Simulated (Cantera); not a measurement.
Cantera run:

```python
import numpy as np
import cantera as ct

gas_names = """
    Fe FeO Fe(OH)2 H HO2 H2 H2O H2O2 H2S H2SO4 O OH O2 O3 S SH SO SO2 SO3 S2 S2O S8
""".split()
cond_names = """
    Fe(a) Fe(c) Fe(d) Fe(L) FeO(s) FeO(L) Fe(OH)2(s) Fe(OH)3(s) FeS(a) FeS(b) FeS(c) FeS(L) FeSO4(s)
    FeS2(s) Fe2O3(s) Fe2S3O12(s) Fe3O4(s) H2O(s) H2O(L) H2SO4(L) S(cr1) S(cr2) S(L)
""".split()


def load(file, names, dense=False):
    # The tables refer to 1 bar. Condensed volumes are neglected.
    table = {s.name: s for s in ct.Species.list_from_file(file)}
    out = []
    for n in names:
        d = dict(table[n].input_data)
        d["thermo"] = dict(d["thermo"], **{"reference-pressure": 1e5})
        if dense:
            d["equation-of-state"] = {"model": "constant-volume", "density": "1e6 g/cm^3"}
        out.append(ct.Species.from_dict(d))
    return out


gas = ct.Solution(thermo="ideal-gas", species=load("nasa_gas.yaml", gas_names))
cond = {s.name: ct.Solution(thermo="fixed-stoichiometry", species=[s], name=s.name)
        for s in load("nasa_condensed.yaml", cond_names, dense=True)}
atoms = {
    'FeS': {'Fe': 1, 'S': 1},
    'H2S': {'H': 2, 'S': 1},
    'H2O': {'H': 2, 'O': 1},
    'H2': {'H': 2},
}
top_T = {'FeSO4(s)': 950, 'FeS2(s)': 1010, 'Fe2O3(s)': 1830, 'Fe2S3O12(s)': 1100, 'Fe3O4(s)': 1870}  # K; cautious upper limits of use, not melting points


def equilibrate(T, P, feed):
    n = {}
    for name, mol in feed.items():
        for a, k in atoms[name].items():
            n[a] = n.get(a, 0.0) + k * mol
    gas.TPX = T, P, n
    mass = sum(n.values()) * gas.mean_molecular_weight
    gas.equilibrate("TP")
    valid = [c for c in cond.values() if c.min_temp <= T <= top_T.get(c.name, c.max_temp)]
    mix = ct.Mixture([(gas, mass / gas.mean_molecular_weight)] + [(c, 0.0) for c in valid])
    mix.T, mix.P = T, P
    mix.equilibrate("TP", solver="vcs", rtol=1e-11, max_steps=5000)
    return mix


results = []
feed = {'FeS': 1, 'H2S': 0.17, 'H2O': 0.086, 'H2': 0.0016}  # mol
P = 13332.2  # Pa
for T in [873, 948, 1023, 1098, 1173, 1248, 1323, 1398, 1473, 1548, 1623, 1698, 1773, 1848]:
    mix = equilibrate(T, P, feed)
    results.append((T, P, feed, dict(zip(mix.species_names, mix.species_moles))))
    x = sorted(zip(gas.X, gas.species_names), reverse=True)
    print(f"T = {T:g} K  P = {P:g} Pa  gas = {mix.phase_moles(0):.4g} mol")
    print("   x: " + "  ".join(f"{s} {v:.3e}" for v, s in x if v > 1e-06))
    print("   condensed (mol): " + ("  ".join(f"{mix.phase(i).name} {mix.phase_moles(i):.4g}"
          for i in range(1, mix.n_phases) if mix.phase_moles(i) > 1e-12) or "none"))
```

Output:

```
T = 873 K  P = 13332.2 Pa  gas = 0.2602 mol
   x: H2S 6.330e-01  H2O 3.304e-01  H2 2.647e-02  S2 1.009e-02  SO2 3.776e-05  S2O 7.374e-06  SH 3.627e-06
   condensed (mol): FeS(c) 1
T = 948 K  P = 13332.2 Pa  gas = 0.263 mol
   x: H2S 6.054e-01  H2O 3.268e-01  H2 4.722e-02  S2 2.043e-02  SO2 7.013e-05  S2O 1.635e-05  SH 1.556e-05
   condensed (mol): FeS(c) 1
T = 1023 K  P = 13332.2 Pa  gas = 0.2671 mol
   x: H2S 5.654e-01  H2O 3.217e-01  H2 7.727e-02  S2 3.541e-02  SO2 1.158e-04  SH 5.245e-05  S2O 3.061e-05
   condensed (mol): FeS(c) 1
T = 1098 K  P = 13332.2 Pa  gas = 0.2726 mol
   x: H2S 5.135e-01  H2O 3.150e-01  H2 1.163e-01  S2 5.481e-02  SO2 1.801e-04  SH 1.457e-04  S2O 5.136e-05  SO 2.614e-06
   condensed (mol): FeS(c) 1
T = 1173 K  P = 13332.2 Pa  gas = 0.2794 mol
   x: H2S 4.526e-01  H2O 3.072e-01  H2 1.620e-01  S2 7.754e-02  SH 3.446e-04  SO2 2.710e-04  S2O 7.958e-05  SO 8.190e-06
   condensed (mol): FeS(c) 1
T = 1248 K  P = 13332.2 Pa  gas = 0.2871 mol
   x: H2S 3.872e-01  H2O 2.986e-01  H2 2.111e-01  S2 1.018e-01  SH 7.131e-04  SO2 4.009e-04  S2O 1.160e-04  SO 2.254e-05  S 1.062e-06
   condensed (mol): FeS(c) 1
T = 1323 K  P = 13332.2 Pa  gas = 0.2951 mol
   x: H2S 3.226e-01  H2O 2.900e-01  H2 2.596e-01  S2 1.256e-01  SH 1.319e-03  SO2 5.880e-04  S2O 1.610e-04  SO 5.586e-05  S 3.855e-06  H 2.213e-06
   condensed (mol): FeS(c) 1
T = 1398 K  P = 13332.2 Pa  gas = 0.3029 mol
   x: H2 3.043e-01  H2O 2.819e-01  H2S 2.632e-01  S2 1.472e-01  SH 2.221e-03  SO2 8.579e-04  S2O 2.150e-04  SO 1.269e-04  S 1.202e-05  H 7.149e-06
   condensed (mol): FeS(c) 1
T = 1473 K  P = 13332.2 Pa  gas = 0.31 mol
   x: H2 3.432e-01  H2O 2.744e-01  H2S 2.116e-01  S2 1.656e-01  SH 3.462e-03  SO2 1.244e-03  S2O 2.780e-04  SO 2.677e-04  S 3.296e-05  H 2.030e-05
   condensed (mol): FeS(L) 1
T = 1548 K  P = 13332.2 Pa  gas = 0.3163 mol
   x: H2 3.756e-01  H2O 2.675e-01  S2 1.802e-01  H2S 1.688e-01  SH 5.069e-03  SO2 1.786e-03  SO 5.294e-04  S2O 3.495e-04  S 8.119e-05  H 5.168e-05  OH 1.229e-06
   condensed (mol): FeS(L) 1
T = 1623 K  P = 13332.2 Pa  gas = 0.3216 mol
   x: H2 4.020e-01  H2O 2.609e-01  S2 1.913e-01  H2S 1.345e-01  SH 7.051e-03  SO2 2.525e-03  SO 9.873e-04  S2O 4.284e-04  S 1.824e-04  H 1.200e-04  OH 3.262e-06
   condensed (mol): FeS(L) 1
T = 1698 K  P = 13332.2 Pa  gas = 0.3261 mol
   x: H2 4.234e-01  H2O 2.545e-01  S2 1.990e-01  H2S 1.073e-01  SH 9.406e-03  SO2 3.495e-03  SO 1.744e-03  S2O 5.124e-04  S 3.790e-04  H 2.577e-04  OH 7.962e-06  Fe 3.603e-06  Fe(OH)2 2.013e-06
   condensed (mol): FeS(L) 1
T = 1773 K  P = 13332.2 Pa  gas = 0.3299 mol
   x: H2 4.407e-01  H2O 2.477e-01  S2 2.038e-01  H2S 8.616e-02  SH 1.212e-02  SO2 4.714e-03  SO 2.929e-03  S 7.359e-04  S2O 5.983e-04  H 5.172e-04  OH 1.802e-05  Fe 1.669e-05  Fe(OH)2 4.222e-06
   condensed (mol): FeS(L) 1
T = 1848 K  P = 13332.2 Pa  gas = 0.3332 mol
   x: H2 4.549e-01  H2O 2.403e-01  S2 2.059e-01  H2S 6.967e-02  SH 1.518e-02  SO2 6.170e-03  SO 4.689e-03  S 1.347e-03  H 9.794e-04  S2O 6.819e-04  Fe 6.836e-05  OH 3.806e-05  Fe(OH)2 8.328e-06
   condensed (mol): FeS(L) 1
```

These are equilibrium values from Cantera (NASA tables, ideal gas, pure condensed phases), not measurements of a reactor. FeS: taken at fixed stoichiometry. Gases not in the tables: S3 to S7.
